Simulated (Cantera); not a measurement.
An isothermal, constant-pressure homogeneous reactor starts with CH₄ : O₂ : N₂ = 0.0021 : 0.0027 : 1 (molar parts), equivalence ratio 1.6, at 1323 K and 1.00 bar.

Detailed kinetics in Cantera: GRI-Mech 3.0 (53 species, 325 reactions).

**Question.** Predict: x(CH₄) at 2.00 s; x(O₂) at 2.00 s; x(CO) at 2.00 s; x(CH₂O) at 2.00 s.

**Answer.** 
```json
{
 "x(CH₄) at 2.00 s": "3.01e-5 (gas-phase equilibrium <1e-12)",
 "x(O₂) at 2.00 s": "4.05e-6 (gas-phase equilibrium <1e-12)",
 "x(CO) at 2.00 s": "0.00155 (gas-phase equilibrium 0.00121)",
 "x(CH₂O) at 2.00 s": "3.74e-9 (gas-phase equilibrium <1e-12)"
}
```
